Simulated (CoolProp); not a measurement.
Octamethyltrisiloxane (MDM) along the isobar 0.969 MPa: fugacity coefficient from the reference equation and from simpler models built on Tc = 565.4 K, pc = 1.438 MPa, ω = 0.528; each cubic takes its own stable root.

Computed with CoolProp (reference Helmholtz-energy equation of state, Thol 2017).

```tsv
T (K)	phase	reference
254.2	liquid	1.723e-5
271.5	liquid	8.138e-5
288.8	liquid	0.0003055
306.1	liquid	0.0009510
323.4	liquid	0.002536
340.8	liquid	0.005970
358.1	liquid	0.01255
375.4	liquid	0.02406
392.7	liquid	0.04265
```

Question: How far does each simpler model (Redlich-Kwong, Peng-Robinson) lie from the reference over these 9 states: mean and median of the absolute difference, and the worst?

Answer: 
- Redlich-Kwong: mean 1284.6 %, median 691.4 %, worst +4444.4 % at 254.2 K and 0.969 MPa
- Peng-Robinson: mean 17.6 %, median 11.0 %, worst +55.0 % at 254.2 K and 0.969 MPa
